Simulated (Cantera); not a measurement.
An isothermal, constant-pressure homogeneous reactor starts with CO : O₂ : H₂O : N₂ = 0.0018 : 0.041 : 0.0012 : 1 (molar parts), equivalence ratio 0.022, at 1500 K and 1.01 bar.

Cantera simulation using GRI-Mech 3.0 (53 species, 325 reactions); the numbers are that mechanism's predictions, not measurements.

x: mole fraction; the columns are a selection and need not sum to one.

```
t (s)        x CO    x O₂    x H₂O     x HO₂     x NO
--------  -------  ------  -------  --------  -------
2.00e-6   0.00172  0.0393  0.00115  1.70e-11   <1e-12
1.35e-5   0.00172  0.0393  0.00115  1.13e-10   <1e-12
9.18e-5   0.00172  0.0393  0.00115  6.91e-10   <1e-12
0.000621  0.00172  0.0393  0.00115   3.98e-9   <1e-12
0.00421         …  0.0390  0.00110   9.84e-7  8.19e-9
0.0285          …  0.0384  0.00113   1.66e-7  8.61e-7
0.193           …  0.0384  0.00115   8.96e-9  9.92e-7
1.31      4.31e-8  0.0384  0.00115   5.84e-9  1.02e-6
8.86      4.31e-8  0.0384  0.00115   5.84e-9  1.17e-6
60.0      4.31e-8  0.0384  0.00115   5.84e-9  2.18e-6
```

**Question.** Complete the blanks.

**Answer.** 
- 0.00421, x CO: 0.00137
- 0.0285, x CO: 2.14e-5
- 0.193, x CO: 1.69e-7
